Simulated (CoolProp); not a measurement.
The fluid at 238.15 K and 0.262 MPa expands adiabatically to 0.0471 MPa with isentropic efficiency 0.7. The same conditions are run with several fluids, on thermodynamics alone (safety and materials aside).

Model: reference Helmholtz-energy equation of state of each fluid (C2F6 (R116): Lemmon 2006; CF4 (R14): Platzer 1990; CH3F (R41): Lemmon 2006; oxygen: Schmidt 1985; ethane: Bücker 2006), in CoolProp. The equations of Platzer and Polt are older, rougher fits.

Problem. Rank C2F6 (R116), CF4 (R14), CH3F (R41), oxygen, ethane by work (kJ/kg), highest first.

Solution. ethane (65.2), oxygen (58.5), CH3F (R41) (56.1), CF4 (R14) (23.1), C2F6 (R116) (15.3)

```json
[
 {"fluid": "C2F6 (R116)", "final temperature (K)": "211.0", "final phase": "gas", "final density (kg/m³)": "3.76"},
 {"fluid": "CF4 (R14)", "final temperature (K)": "195.2", "final phase": "gas", "final density (kg/m³)": "2.57"},
 {"fluid": "CH3F (R41)", "final temperature (K)": "181.9", "final phase": "two-phase, vapour fraction 0.991", "final density (kg/m³)": "1.10"},
 {"fluid": "oxygen", "final temperature (K)": "173.2", "final phase": "gas", "final density (kg/m³)": "1.05"},
 {"fluid": "ethane", "final temperature (K)": "189.1", "final phase": "gas", "final density (kg/m³)": "0.913"}
]
```
